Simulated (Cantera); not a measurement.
A perfectly stirred reactor is fed with NH3 : N2 = 1 : 3.4 (molar parts), at 1.00 bar; it is held at 2123 K, and followed from long to short residence time.

Computed with Cantera and the gas-phase N/H chemistry of the illustrative SiF4/NH3 mechanism in the Surface Chemkin manual (1991). Walls and surfaces, which speed up NH3 decomposition in real reactors, are not modelled.

One state of this run: x NH3 = 0.0490; x N2H4 = 1.55e-8; x NH2 = 0.000293; x N = 2.01e-6; x N2 = 0.733. x: mole fraction; the columns are a selection and need not sum to one.

Q: Which value of τ (s) does it belong to?
(A) 0.0048
(B) 0.35
(C) 0.041
(D) 1.0

A: C, 0.041
